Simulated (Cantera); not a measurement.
Input: 1 mol Cu2O, 0.51 mol CH4, 0.21 mol H2, equilibrated at 2023 K and 133 Pa.

Equilibrium computed with Cantera from the NASA thermochemical tables; the gas is ideal and each condensed phase is pure. Candidate condensed phases: C, C6H6, C7H8, C8H18, Cu, CuO, Cu(OH)2, Cu2O, H2O; 113 gas species. Kinetics and transport are ignored.

Base state: Cu 0.528, H2 0.199, CO 0.120, H2O 0.113, H 0.0232, CO2 0.0146, OH 0.00137, Cu2 0.000312 (mole fractions); condensed: gas only.

Task: What changes in the equilibrium state with this change: CH4 from 0.51 to 2.9 mol?

Result: 
```
species             before     after
----------------  --------  --------
H2                   0.199     0.632
Cu                   0.528     0.217
CO                   0.120     0.109
H2O                  0.113   9.81e-9
CO2                 0.0146     <1e-9
H                   0.0232    0.0414
OH                 0.00137     <1e-9
C2H2 (acetylene)     <1e-9  0.000565
O                 0.000116     <1e-9
C(graphite), mol         0      1.89
```
